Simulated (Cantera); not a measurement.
Input: 1 mol SiCl4, 28 mol N2O, 32 mol N2, at 6.30 Pa.

Equilibrium computed with Cantera from the NASA thermochemical tables; the gas is ideal and each condensed phase is pure. Candidate condensed phases: Si, SiO2, Si2N2O, Si3N4; 23 gas species. The tables hold silica as quartz up to 1696 K and as liquid above; real silica turns to tridymite and cristobalite and melts near 1996 K. Equilibrium is a limit: real reactors are often held back by kinetics, nucleation or transport.

### Question
What share of the Si ends up in condensed phases as a function of T (K), at 1373, 1423, 1473, 1523, 1573, 1623, 1673, 1723, 1773, 1823, 1873, 1923, 1973?

### Answer
```json
[
 {"T (K)": "1373", "Si condensed (%)": "100.0", "as": "SiO2(β-quartz)"},
 {"T (K)": "1423", "Si condensed (%)": "100.0", "as": "SiO2(β-quartz)"},
 {"T (K)": "1473", "Si condensed (%)": "100.0", "as": "SiO2(β-quartz)"},
 {"T (K)": "1523", "Si condensed (%)": "100.0", "as": "SiO2(β-quartz)"},
 {"T (K)": "1573", "Si condensed (%)": "100.0", "as": "SiO2(β-quartz)"},
 {"T (K)": "1623", "Si condensed (%)": "100.0", "as": "SiO2(β-quartz)"},
 {"T (K)": "1673", "Si condensed (%)": "99.9", "as": "SiO2(β-quartz)"},
 {"T (K)": "1723", "Si condensed (%)": "99.4", "as": "SiO2(condensed)"},
 {"T (K)": "1773", "Si condensed (%)": "97.6", "as": "SiO2(condensed)"},
 {"T (K)": "1823", "Si condensed (%)": "90.2", "as": "SiO2(condensed)"},
 {"T (K)": "1873", "Si condensed (%)": "62.3", "as": "SiO2(condensed)"},
 {"T (K)": "1923", "Si condensed (%)": "0.0", "as": "-"},
 {"T (K)": "1973", "Si condensed (%)": "0.0", "as": "-"}
]
```
